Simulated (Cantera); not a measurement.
A perfectly stirred reactor is fed with NH3 : H2 = 1 : 3 (molar parts), at 0.0133 bar; it is held at 1425 K, and followed from long to short residence time.

Computed with Cantera and the gas-phase N/H chemistry of the illustrative SiF4/NH3 mechanism in the Surface Chemkin manual (1991). Walls and surfaces, which speed up NH3 decomposition in real reactors, are not modelled.

Task: What does this change do: temperature 1425 to 2025 K?

Result: 
```tsv
quantity	before	after
x(NH3) at τ = 22.0 s	0.249	0.0132
x(H2) at τ = 22.0 s	0.750	0.890
x(N2) at τ = 22.0 s	0.000282	0.0946
x(NH) at τ = 22.0 s	3.91e-8	7.57e-6
x(N) at τ = 22.0 s	1.25e-9	1.80e-6
x(NH3) at τ = 0.340 s	0.250	0.197
x(H2) at τ = 0.340 s	0.750	0.780
x(N2) at τ = 0.340 s	3.96e-8	0.0207
x(NH) at τ = 0.340 s	4.55e-10	1.79e-5
x(N) at τ = 0.340 s	1.59e-12	1.66e-6
```
